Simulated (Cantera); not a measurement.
What does this Cantera script print?

```python
import numpy as np
import cantera as ct

gas = ct.Solution("gri30.yaml")
gas.TPX = 725, 500000, {'CO': 1, 'H2': 0.09, 'CH4': 0.49, 'O2': 2.68, 'N2': 10.1, 'H2O': 4.1}
inlet = ct.Reservoir(gas, clone=True)
gas.equilibrate("HP")  # start burning
reactor = ct.IdealGasConstPressureReactor(gas, energy="on", clone=False)
exhaust = ct.Reservoir(gas, clone=True)
tau = [0.2, 0.075, 0.028, 0.01, 0.0037, 0.0014, 0.00051, 0.00019, 6.9e-05, 2.5e-05, 9.4e-06][0]
for a, b in ((inlet, reactor), (reactor, exhaust)):
    ct.MassFlowController(a, b, mdot=lambda t: reactor.mass / tau)
net = ct.ReactorNet([reactor])
show = ['CO', 'H2', 'CH4', 'NO', 'C2H2']

rows = []
print(f"{'tau/s':>10s}{'T/K':>9s}" + "".join(f"{s:>11s}" for s in show))
for tau in [0.2, 0.075, 0.028, 0.01, 0.0037, 0.0014, 0.00051, 0.00019, 6.9e-05, 2.5e-05, 9.4e-06]:
    net.initial_time = 0.0
    net.advance(30 * tau)
    before = gas.X
    net.advance(40 * tau)
    drift = np.max(np.abs(gas.X - before) / (gas.X + 1e-9))
    rows.append([gas.T, *gas[show].X, drift])
    print(f"{tau:10.3e}{gas.T:9.1f}" + "".join(f"{x:11.3e}" for x in gas[show].X))
```

It prints:

```
     tau/s      T/K         CO         H2        CH4         NO       C2H2
 2.000e-01   1731.2  8.445e-05  2.448e-05  2.204e-06  3.946e-06  5.683e-10
 7.500e-02   1730.2  1.774e-04  3.814e-05  4.897e-06  2.319e-06  2.439e-09
 2.800e-02   1728.1  3.730e-04  6.655e-05  1.013e-05  1.730e-06  8.215e-09
 1.000e-02   1723.8  7.985e-04  1.260e-04  2.079e-05  1.549e-06  2.385e-08
 3.700e-03   1715.8  1.659e-03  2.384e-04  4.161e-05  1.485e-06  5.897e-08
 1.400e-03   1700.1  3.442e-03  4.475e-04  8.537e-05  1.312e-06  1.356e-07
 5.100e-04   1662.5  7.939e-03  8.720e-04  2.089e-04  8.810e-07  3.552e-07
 1.900e-04    725.0  5.417e-02  4.875e-03  2.654e-02  1.090e-22  9.121e-21
 6.900e-05    725.0  5.417e-02  4.875e-03  2.654e-02 -1.761e-28 -1.492e-26
 2.500e-05    725.0  5.417e-02  4.875e-03  2.654e-02  5.605e-31 -7.756e-31
 9.400e-06    725.0  5.417e-02  4.875e-03  2.654e-02  1.148e-31  1.318e-32
```

Computed with Cantera and GRI-Mech 3.0 (53 species, 325 reactions).
